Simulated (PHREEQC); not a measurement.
**Brine (model solution)**

Solution (26 °C): 0.6 mol HCl, 0.17 mol SrCl2 and 0.28 mol KBr per kg of water. Closed to the air; pH follows from the charge balance.

All values are PHREEQC results (Pitzer model, pitzer.dat), not measurements.

No solid was allowed to form.

### Question
What pH does the model give?

### Answer
pH 0.20.

Species that the database lacks are ignored. In brines, pH and single-ion activities rest on the MacInnes convention.
